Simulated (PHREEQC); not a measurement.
Model water analysis in mg/kgw, 25 °C, pH 2.03, pe 9.3:

```csv
constituent,mg/kgw
Na,90.5
K,48.2
Ca,175
Mg,11.8
Cl,25.2
S(6) as SO4,1550
Ni,4.2
B,0.072
```

Valence states are taken as typed.

Model: ion-association model, wateq4f.dat, run in PHREEQC.

No solid was allowed to form.

**Question.** Order these Ca species by the share of Ca that they hold, largest first: CaHSO4+, Ca+2, CaSO4.

**Answer.** Ca+2 (66 %), CaSO4 (32 %), CaHSO4+ (2.1 %)

**Question.** Order these S species by the share of S that they hold, largest first: MgSO4, CaSO4, HSO4-, SO4-2, CaHSO4+.

**Answer.** SO4-2 (57 %), HSO4- (31 %), CaSO4 (8.6 %), MgSO4 (1.1 %), CaHSO4+ (0.56 %)

The pH is 2.03 and the ionic strength 0.0360 mol/kgw. Species that the database lacks are ignored.
